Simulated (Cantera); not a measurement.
## V2O3 + H2 (hydrogen reduction and annealing atmospheres)

Feed: 1 mol V2O3, 21 mol H2, equilibrated at 7.50 Torr.

Method: chemical equilibrium by Gibbs-energy minimisation in Cantera with the NASA 1993 tables (ideal gas, pure condensed phases). Candidate condensed phases: H2O, V, VO, V2O3, V2O4, V2O5; 12 gas species. VO: taken at fixed stoichiometry. Condensed phases not in the tables: the oxides between V2O3 and V2O5 other than VO2. Rates play no part.

From 700 K to 825 K the condensed part is V2O3(s). From 850 K to 975 K the condensed part is VO(s) + V2O3(s).

| T (K) | x H2 | x H2O | x H | n V2O3(s) | n VO(s) |
|---|---|---|---|---|---|
| 700 | 1.00 | 2.21e-7 | <1e-12 | 1.000 | 0 |
| 725 | 1.00 | 4.20e-7 | <1e-12 | 1.000 | 0 |
| 750 | 1.000 | 7.62e-7 | 3.16e-12 | 1.000 | 0 |
| 775 | 1.000 | 1.33e-6 | 9.92e-12 | 1.000 | 0 |
| 800 | 1.000 | 2.23e-6 | 2.90e-11 | 1.000 | 0 |
| 825 | 1.000 | 3.64e-6 | 7.93e-11 | 1.000 | 0 |
| 850 | 1.000 | 5.75e-6 | 2.05e-10 | 1.000 | 0.000242 |
| 875 | 1.000 | 8.85e-6 | 5.02e-10 | 1.000 | 0.000372 |
| 900 | 1.000 | 1.33e-5 | 1.17e-9 | 1.000 | 0.000558 |
| 925 | 1.000 | 1.95e-5 | 2.60e-9 | 1.000 | 0.000819 |
| 950 | 1.000 | 2.80e-5 | 5.56e-9 | 0.999 | 0.00118 |
| 975 | 1.000 | 3.95e-5 | 1.14e-8 | 0.999 | 0.00166 |
x: gas mole fraction; n: condensed amount in mol.
